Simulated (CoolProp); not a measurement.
Values from CoolProp's reference Helmholtz-energy equation of state, Fiedler 2023.

Question: For tetrahydrofuran, give the phase and the cp (kJ/(kg K)), cv (kJ/(kg K)) at 416.2 K and 0.101 MPa; 489.5 K and 0.101 MPa.

Answer: 
- 416.2 K and 0.101 MPa: gas; cp 1.56, cv 1.43
- 489.5 K and 0.101 MPa: gas; cp 1.82, cv 1.70
